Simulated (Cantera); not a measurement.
A Cantera script and what it prints.

```python
import numpy as np
import cantera as ct

gas_names = [...]  # 45 gases of nasa_gas.yaml made of Al, Cl, H, N, O
cond_names = """
    AL(cr) AL(L) ALCL3(s) ALCL3(L) ALN(s) AL2O3(a) AL2O3(L) H2O(s) H2O(L) NH4CL(a) NH4CL(b)
""".split()


# ... load() reads the species with a 1 bar reference pressure and builds the phases ...
atoms = {
    'AlN': {'AL': 1, 'N': 1},
    'Cl2': {'CL': 2},
    'H2O': {'H': 2, 'O': 1},
}
top_T = {'ALN(s)': 2750}  # K; cautious upper limits of use, not melting points


# ... equilibrate(T, P, feed) seeds the gas with the atoms and calls Mixture.equilibrate('TP', solver="vcs", rtol=1e-11, max_steps=5000) ...
results = []
feed = {'AlN': 1, 'Cl2': 10, 'H2O': 1.2}  # mol
P = 100000  # Pa
for T in [798, 848, 898, 948, 998, 1048, 1098, 1148, 1198, 1248, 1298, 1348, 1398, 1448]:
    mix = equilibrate(T, P, feed)
    results.append((T, P, feed, dict(zip(mix.species_names, mix.species_moles))))
    x = sorted(zip(gas.X, gas.species_names), reverse=True)
    print(f"T = {T:g} K  P = {P:g} Pa  gas = {mix.phase_moles(0):.4g} mol")
    print("   x: " + "  ".join(f"{s} {v:.3e}" for v, s in x if v > 0.001))
    print("   condensed (mol): " + ("  ".join(f"{mix.phase(i).name} {mix.phase_moles(i):.4g}"
          for i in range(1, mix.n_phases) if mix.phase_moles(i) > 1e-12) or "none"))
```

Output:

```
T = 798 K  P = 100000 Pa  gas = 11.59 mol
   x: CL2 7.334e-01  HCL 2.071e-01  N2 4.314e-02  ALCL3 1.556e-02
   condensed (mol): AL2O3(a) 0.4
T = 848 K  P = 100000 Pa  gas = 11.6 mol
   x: CL2 7.330e-01  HCL 2.070e-01  N2 4.312e-02  ALCL3 1.657e-02
   condensed (mol): AL2O3(a) 0.4
T = 898 K  P = 100000 Pa  gas = 11.6 mol
   x: CL2 7.328e-01  HCL 2.069e-01  N2 4.311e-02  ALCL3 1.696e-02
   condensed (mol): AL2O3(a) 0.4
T = 948 K  P = 100000 Pa  gas = 11.6 mol
   x: CL2 7.327e-01  HCL 2.069e-01  N2 4.310e-02  ALCL3 1.712e-02
   condensed (mol): AL2O3(a) 0.4
T = 998 K  P = 100000 Pa  gas = 11.6 mol
   x: CL2 7.325e-01  HCL 2.069e-01  N2 4.310e-02  ALCL3 1.718e-02
   condensed (mol): AL2O3(a) 0.4
T = 1048 K  P = 100000 Pa  gas = 11.6 mol
   x: CL2 7.322e-01  HCL 2.068e-01  N2 4.309e-02  ALCL3 1.721e-02
   condensed (mol): AL2O3(a) 0.4
T = 1098 K  P = 100000 Pa  gas = 11.61 mol
   x: CL2 7.317e-01  HCL 2.068e-01  N2 4.308e-02  ALCL3 1.722e-02  CL 1.264e-03
   condensed (mol): AL2O3(a) 0.4
T = 1148 K  P = 100000 Pa  gas = 11.61 mol
   x: CL2 7.308e-01  HCL 2.066e-01  N2 4.305e-02  ALCL3 1.722e-02  CL 2.291e-03
   condensed (mol): AL2O3(a) 0.4
T = 1198 K  P = 100000 Pa  gas = 11.62 mol
   x: CL2 7.293e-01  HCL 2.065e-01  N2 4.302e-02  ALCL3 1.722e-02  CL 3.953e-03
   condensed (mol): AL2O3(a) 0.3999
T = 1248 K  P = 100000 Pa  gas = 11.64 mol
   x: CL2 7.271e-01  HCL 2.062e-01  N2 4.296e-02  ALCL3 1.722e-02  CL 6.527e-03
   condensed (mol): AL2O3(a) 0.3998
T = 1298 K  P = 100000 Pa  gas = 11.66 mol
   x: CL2 7.236e-01  HCL 2.058e-01  N2 4.288e-02  ALCL3 1.725e-02  CL 1.037e-02
   condensed (mol): AL2O3(a) 0.3994
T = 1348 K  P = 100000 Pa  gas = 11.69 mol
   x: CL2 7.186e-01  HCL 2.052e-01  N2 4.276e-02  ALCL3 1.738e-02  CL 1.589e-02
   condensed (mol): AL2O3(a) 0.3984
T = 1398 K  P = 100000 Pa  gas = 11.74 mol
   x: CL2 7.112e-01  HCL 2.043e-01  N2 4.258e-02  CL 2.360e-02  ALCL3 1.775e-02
   condensed (mol): AL2O3(a) 0.3958
T = 1448 K  P = 100000 Pa  gas = 11.81 mol
   x: CL2 7.006e-01  HCL 2.031e-01  N2 4.235e-02  CL 3.403e-02  ALCL3 1.861e-02  O2 1.190e-03
   condensed (mol): AL2O3(a) 0.3901
```

These are equilibrium values from Cantera (NASA tables, ideal gas, pure condensed phases), not measurements of a reactor. Condensed phases not in the tables: AlOCl.
